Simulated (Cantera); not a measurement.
Cantera with NASA thermochemical tables; ideal gases at 1 bar, condensed phases pure. Values are per mole of reaction as written; species without (g) are pure solids or liquids, kept so even where they would boil at 1 bar.

SiF4(g) + N2O(g) → SiO(g) + 4 F(g) + N2(g)

```csv
T (K),ΔH° (kJ),ΔS° (J/K),ΔG° (kJ),log10 K
300,1750.6,535.7,1589.9,-276.82
1148,1756.3,551.1,1123.7,-51.13
1173,1756.2,550.9,1110.0,-49.43
1198,(withheld),(withheld),(withheld),(withheld)
1223,(withheld),(withheld),(withheld),(withheld)
1248,1755.7,550.5,1068.7,-44.73
```

Q: Complete the blanks.

A: 
- 1198, ΔH° (kJ): 1756.0
- 1198, ΔS° (J/K): 550.8
- 1198, ΔG° (kJ): 1096.2
- 1198, log10 K: -47.79
- 1223, ΔH° (kJ): 1755.9
- 1223, ΔS° (J/K): 550.7
- 1223, ΔG° (kJ): 1082.4
- 1223, log10 K: -46.23
